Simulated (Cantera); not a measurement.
Abatement and gas-phase synthesis: HBr + O2

Charge: 1 mol HBr, 0.035 mol O2, held at 1.33 mbar.

These are equilibrium values from Cantera (NASA tables, ideal gas, pure condensed phases), not measurements of a reactor. Candidate condensed phases: Br2, H2O; 12 gas species. Equilibrium is a limit: real reactors are often held back by kinetics, nucleation or transport.

```tsv
T (K)	x Br	x HBr	x H	x H2	x H2O
1650	0.289	0.565	0.000724	0.0848	0.0598
1750	0.364	0.452	0.00224	0.124	0.0571
1850	0.435	0.344	0.00590	0.160	0.0544
1950	0.494	0.252	0.0136	0.188	0.0519
2050	0.537	0.179	0.0281	0.205	0.0493
2150	0.565	0.124	0.0528	0.209	0.0465
2250	0.578	0.0843	0.0909	0.200	0.0424
2350	0.578	0.0556	0.144	0.178	0.0361
2450	0.565	0.0356	0.211	0.147	0.0265
```
x: gas mole fraction; nothing condenses.

From 1650 K to 2450 K nothing is condensed.
